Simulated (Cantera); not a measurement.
Mixture: 25.7 % CO, 9.77 % H2, 11.8 % O2, 44.5 % N2, 8.23 % H2O, equivalence ratio 1.5, at 2200000 Pa, adiabatic and at constant volume. Ignition delay is the time to a rise of 400 K.

Computed with Cantera and GRI-Mech 3.0 (53 species, 325 reactions). The hydrogen kinetics of GRI-Mech 3.0 are dated; newer H2 mechanisms differ, most at raised pressure. The pressure lies above the range GRI-Mech 3.0 was tuned for (to about 10 atm).

Predict: delay at 973 K; delay at 1048 K; delay at 1123 K; delay at 1198 K; delay at 1273 K; delay at 1348 K; delay at 1423 K; apparent activation energy between 1273 and 1423 K.


| Quantity | Result |
|---|---|
| delay at 973 K | 5.18 ms |
| delay at 1048 K | 1.10 ms |
| delay at 1123 K | 0.282 ms |
| delay at 1198 K | 83.2 µs |
| delay at 1273 K | 27.1 µs |
| delay at 1348 K | 9.59 µs |
| delay at 1423 K | 3.87 µs |
| apparent activation energy between 1273 and 1423 K | 200 kJ/mol |
